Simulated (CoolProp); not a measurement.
Saturated liquid density (kg/m³) of nitrous oxide: the reference equation beside estimates from Tc = 36.4 °C, pc = 72.45 bar, ω = 0.161.

The numbers come from the reference Helmholtz-energy equation of state, Lemmon 2006 in CoolProp. It is a short technical equation, of lower accuracy than the large ones.

```csv
T (°C),reference,van der Waals,Redlich-Kwong,Soave-Redlich-Kwong,Peng-Robinson
-83.25,1215,[?],[?],1130,1276
-79.05,1202,[?],1099,1118,1264
-74.75,1189,741.7,1086,1106,1250
-70.45,1176,733.9,[?],1093,1236
-66.25,1163,726.1,1059,1080,1222
-61.95,1149,717.9,1044,1066,1207
-57.65,1135,709.5,1029,1052,1191
-53.45,1121,701.1,1014,1038,1176
-49.15,1107,692.3,998.7,1023,[?]
-44.95,1092,683.4,982.8,1007,1142
-40.65,1077,674.0,966.1,991.2,1124
-36.35,1062,664.4,948.7,[?],1105
```

Task: Complete the blanks.

Result: 
- -83.25, van der Waals: 756.6
- -83.25, Redlich-Kwong: 1112
- -79.05, van der Waals: 749.3
- -70.45, Redlich-Kwong: 1072
- -49.15, Peng-Robinson: 1159
- -36.35, Soave-Redlich-Kwong: 974.3

Absolute difference from the reference over all 12 rows, mean and median: van der Waals 37.5 and 37.5 %, Redlich-Kwong 9.4 and 9.2 %, Soave-Redlich-Kwong 7.4 and 7.3 %, Peng-Robinson 4.8 and 5.0 %.
